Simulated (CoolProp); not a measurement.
The numbers come from the reference Helmholtz-energy equation of state, Schmidt 1985 in CoolProp.

Problem. For oxygen, give the phase and the density (kg/m³), cv (kJ/(kg K)), speed of sound (m/s), expansivity (1/kK) at -106.75 °C and 214 bar.

Solution. 
- -106.75 °C and 214 bar: supercritical; density 812, cv 0.794, speed of sound 529, expansivity 7.30
